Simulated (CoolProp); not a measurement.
Vapour-liquid equilibrium of n-perfluoropentane (1) + n-pentane (2) at 0.523 MPa; x and y are mole fractions of (1).

Model: multi-fluid Helmholtz-energy mixture model, Gao 2022 and Thol 2019; pair parameters Bell 2016, in CoolProp.

```
x      bubble temperature (°C)  y at the bubble point  dew temperature at overall composition x (°C)  liquid density (mol/L)
-----  -----------------------  ---------------------  ---------------------------------------------  ----------------------
0.05                      85.7                  0.202                                           92.4                   7.430
0.125               (withheld)                  0.353                                           89.1                   7.182
0.2                       75.6                  0.423                                           85.8                   6.900
0.275                     74.2                  0.460                                           82.4                   6.621
0.35                      73.5                  0.484                                           78.9                   6.359
0.425                     73.1                  0.504                                           75.5                   6.120
0.5                       72.9             (withheld)                                           73.1              (withheld)
0.575                     72.9                  0.550                                           73.1              (withheld)
0.65                (withheld)                  0.584                                           74.4                   5.534
0.725               (withheld)                  0.630                                           76.2              (withheld)
0.8                       75.4                  0.694                                           78.1                   5.213
0.875                     77.6                  0.781                                           80.2                   5.058
0.95                      80.9                  0.900                                     (withheld)                   4.899
```

Problem. What belongs in the gaps?

Solution. 
- 0.125, bubble temperature (°C): 78.7
- 0.5, y at the bubble point: 0.524
- 0.5, liquid density (mol/L): 5.904
- 0.575, liquid density (mol/L): 5.710
- 0.65, bubble temperature (°C): 73.2
- 0.725, bubble temperature (°C): 74.0
- 0.725, liquid density (mol/L): 5.370
- 0.95, dew temperature at overall composition x (°C): 82.3

y crosses x between x = 0.5 and 0.575: the model has an azeotrope there.

The pair parameters rest on a limited set of measurements; away from them the model extrapolates. With so large a gap from Raoult's law the liquid may split in two, which this calculation doesn't test in full.
